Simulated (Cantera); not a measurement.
Input: 1 mol SiH2Cl2, 0.0052 mol Cl2, 13 mol H2, at 0.180 bar.

These are equilibrium values from Cantera (NASA tables, ideal gas, pure condensed phases), not measurements of a reactor. Candidate condensed phases: Si; 19 gas species. The tables' values for SiCl3 are old estimates; treat these amounts as uncertain. Rates play no part. All values below are at 752 °C.

Base state: H2 0.950, SiCl4 0.0212, HCl 0.0151, SiHCl3 0.0115, SiH2Cl2 0.000688, SiCl3 0.000660, SiCl2 0.000428, SiH3Cl 1.06e-5 (mole fractions); condensed: Si(s).

What changes in the equilibrium state with this change: pressure from 0.180 bar to 1.00 mbar?


```csv
species,before,after
H2,0.950,0.924
HCl,0.0151,0.0506
SiCl4,0.0212,0.0157
SiHCl3,0.0115,0.00246
SiH3Cl,1.06e-5,1.93e-7
SiH2Cl2,0.000688,4.29e-5
"Si(s), mol",0.500,0.631
```
